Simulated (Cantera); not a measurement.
What does this Cantera script print?

```python
import numpy as np
import cantera as ct

surf = ct.Interface("diamond.yaml", "diamond_100")
gas, bulk = surf.adjacent["gas"], surf.adjacent["diamond"]
k = surf.kinetics_species_index(bulk.species_names[0])
cover = ["c6HH", "c6H*", "c6*H", "c6**", "c6HM", "c6B"]

rows, drift = [], 0.0
print(f"{'T':>10s}{'um/h':>11s}" + "".join(f"{s:>11s}" for s in cover))
for v in [900, 950, 1000, 1050, 1100, 1150, 1200, 1250, 1300, 1350, 1400]:
    T, P, xH, xCH3 = v, 6500, 0.00067, 0.0004
    gas.TPX = T, P, {"H": xH, "CH3": xCH3, "CH4": 0.012, "H2": 1 - xH - xCH3 - 0.012}
    surf.TP = bulk.TP = T, P
    surf.coverages = "c6H*:0.1, c6HH:0.9"
    surf.advance_coverages(100.0)
    before = surf.coverages
    surf.advance_coverages(100.0)
    drift = max(drift, np.max(np.abs(surf.coverages - before) / (surf.coverages + 1e-9)))
    rate = surf.net_production_rates[k] * bulk.mean_molecular_weight / bulk.density * 3.6e9
    rows.append([rate, *surf[cover].coverages])
    print(f"{v:10.4g}{rate:11.4e}" + "".join(f"{x:11.3e}" for x in rows[-1][1:]))
```

It prints:

```
         T       um/h       c6HH       c6H*       c6*H       c6**       c6HM        c6B
       900 4.7934e+00  4.393e-01  6.535e-03  1.829e-01  2.304e-03  2.967e-01  1.301e-08
       950 6.4905e+00  4.444e-01  9.529e-03  2.262e-01  3.716e-03  2.425e-01  1.761e-08
      1000 7.7716e+00  4.536e-01  1.346e-02  2.755e-01  5.715e-03  1.835e-01  2.109e-08
      1050 7.5353e+00  4.708e-01  1.865e-02  3.339e-01  8.473e-03  1.160e-01  2.045e-08
      1100 5.5835e+00  4.842e-01  2.475e-02  3.921e-01  1.181e-02  5.599e-02  1.515e-08
      1150 3.5539e+00  4.817e-01  3.067e-02  4.347e-01  1.510e-02  2.164e-02  9.644e-09
      1200 2.4381e+00  4.692e-01  3.594e-02  4.601e-01  1.794e-02  7.596e-03  6.616e-09
      1250 2.0167e+00  4.559e-01  4.069e-02  4.741e-01  2.029e-02  2.633e-03  5.472e-09
      1300 1.8336e+00  4.460e-01  4.501e-02  4.809e-01  2.219e-02  9.261e-04  4.975e-09
      1350 1.5207e+00  4.408e-01  4.895e-02  4.826e-01  2.370e-02  3.309e-04  4.126e-09
      1400 9.9808e-01  4.401e-01  5.250e-02  4.805e-01  2.474e-02  1.221e-04  2.708e-09
```

Cantera simulation using the Harris–Goodwin 1993 mechanism for the reconstructed diamond (100) surface; the numbers are that mechanism's predictions, not measurements.
